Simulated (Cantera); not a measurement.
A perfectly stirred reactor is fed with 8.32 % CH4, 91.5 % N2, 0.208 % H2O, at 52.0 Pa; it is held at 1850 K, and followed from long to short residence time.

Computed with Cantera and GRI-Mech 3.0 (53 species, 325 reactions). GRI-Mech 3.0 stops at C3 and has no aromatics, soot or wall deposition, so with more carbon than oxygen in the feed, carbon stays in small species such as C2H2 where larger ones or solid carbon would form. Radical loss at walls, strong at low pressure, is not modelled.

**Question.** Predict: x(CH4) at τ = 0.910 s; x(CH3) at τ = 0.910 s; x(C2H4) at τ = 0.910 s; x(H) at τ = 0.910 s; x(HCN) at τ = 0.910 s; x(CH4) at τ = 28.0 ms; x(CH3) at τ = 28.0 ms; x(C2H4) at τ = 28.0 ms; x(H) at τ = 28.0 ms.

**Answer.** 
* **x(CH4) at τ = 0.910 s**: 0.0517
* **x(CH3) at τ = 0.910 s**: 0.00228
* **x(C2H4) at τ = 0.910 s**: 0.00175
* **x(H) at τ = 0.910 s**: 0.000113
* **x(HCN) at τ = 0.910 s**: 8.83e-7
* **x(CH4) at τ = 28.0 ms**: 0.0829
* **x(CH3) at τ = 28.0 ms**: 0.000241
* **x(C2H4) at τ = 28.0 ms**: 3.93e-6
* **x(H) at τ = 28.0 ms**: 2.42e-6
